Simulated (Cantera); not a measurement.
Charge: 1 mol SiC, 0.0017 mol O2, 400 mol H2, held at 1.00 Torr.

Method: chemical equilibrium by Gibbs-energy minimisation in Cantera with the NASA 1993 tables (ideal gas, pure condensed phases). Candidate condensed phases: C, C6H6, C7H8, C8H18, H2O, Si, SiC, SiO2; 123 gas species. Mutual solubility and eutectic melting of coexisting phases are not modelled. Kinetics and transport are ignored.

### Question
What share of the Si ends up in condensed phases as a function of T (K), at 900, 1000, 1100, 1200, 1300, 1400, 1500, 1600, 1700, 1800, 1900, 2000, 2100?

### Answer
```
T (K)  Si condensed (%)                       as
-----  ----------------  -----------------------
900               100.0  SiC(s) + SiO2(β-quartz)
1000              100.0  SiC(s) + SiO2(β-quartz)
1100               99.8  SiC(s) + SiO2(β-quartz)
1200               99.8                   SiC(s)
1300               99.8                   SiC(s)
1400               99.8                   SiC(s)
1500               99.8                   SiC(s)
1600               99.7                   SiC(s)
1700               99.0                   SiC(s)
1800               95.4                   SiC(s)
1900               80.2                   SiC(s)
2000               17.5                   SiC(s)
2100                0.0                        -
```
